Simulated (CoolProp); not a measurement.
The fluid at 298.15 K and 0.147 MPa is compressed adiabatically to 0.854 MPa with isentropic efficiency 0.6. The same conditions are run with several fluids, on thermodynamics alone (safety and materials aside).

Model: reference Helmholtz-energy equation of state of each fluid (c-C4F8 (RC318): Platzer 1990; R125: Lemmon 2005; chloromethane (R40): Thol 2014; methane: Setzmann 1991; nitrogen: Span 2000), in CoolProp. The equations of Platzer and Polt are older, rougher fits.

```csv
fluid,work (kJ/kg),final temperature (K),final density (kg/m³)
c-C4F8 (RC318),34.3,348.4,71.4
R125,62.7,376.8,34.7
chloromethane (R40),166,478.8,11.2
methane,553,514.2,3.20
nitrogen,337,618.2,4.64
```
